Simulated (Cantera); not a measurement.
Feed: 1 mol FeS, 19 mol H2, held at 1798 K and 0.000150 bar.

Cantera equilibrium calculation (NASA polynomials, part measured and part estimated; ideal gas, pure solids and liquids). Candidate condensed phases: Fe, FeS, FeS2, S; 8 gas species. Rates play no part.

Base state: H2 0.894, Fe 0.0480, H 0.0272, S2 0.0167, S 0.00771, SH 0.00530, H2S 0.00154 (mole fractions); condensed: gas only.

Problem. What changes in the equilibrium state with this change: pressure from 0.000150 bar to 0.0133 bar?

Solution. 
```json
[
 {"species": "H2", "before": "0.894", "after": "0.959"},
 {"species": "S2", "before": "0.0167", "after": "0.0153"},
 {"species": "H2S", "before": "0.00154", "after": "0.0149"},
 {"species": "Fe", "before": "0.0480", "after": "0.00215"},
 {"species": "H", "before": "0.0272", "after": "0.00299"},
 {"species": "S", "before": "0.00771", "after": "0.000782"},
 {"species": "SH", "before": "0.00530", "after": "0.00525"},
 {"species": "Fe(δ), mol", "before": "0", "after": "0.958"}
]
```
